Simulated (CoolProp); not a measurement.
A single-stage vapour-compression cycle with R142b: evaporating at 297.15 K (dew point), condensing at 357.15 K (bubble point), superheat 2 K, subcooling 0 K, compressor efficiency 0.85, no pressure losses. Each further row changes one setting.

The numbers come from the reference Helmholtz-energy equation of state, Lemmon 2006 in CoolProp. It is a short technical equation, of lower accuracy than the large ones.

```
case                              cooling COP  pressure ratio  discharge temperature (K)  refrigerating effect (kJ/kg)  volumetric capacity (kJ/m³)
--------------------------------  -----------  --------------  -------------------------  ----------------------------  ---------------------------
as stated                                 ___            4.59                      364.3                           120                         1740
evaporating temperature 302.15 K         3.34             ___                        ___                           ___                         2070
condensing temperature 352.15 K          3.34             ___                        ___                           127                         1850
subcooling 5 K                           3.12            4.59                      364.3                           127                         1850
superheat 12 K                           3.00            4.59                      373.8                           129                         1790
compressor efficiency 0.75                ___            4.59                      368.8                           120                         1740
```

Question: Complete the blanks.

Answer: 
- as stated, cooling COP: 2.93
- evaporating temperature 302.15 K, pressure ratio: 3.94
- evaporating temperature 302.15 K, discharge temperature (K): 363.6
- evaporating temperature 302.15 K, refrigerating effect (kJ/kg): 123
- condensing temperature 352.15 K, pressure ratio: 4.13
- condensing temperature 352.15 K, discharge temperature (K): 359.1
- compressor efficiency 0.75, cooling COP: 2.58
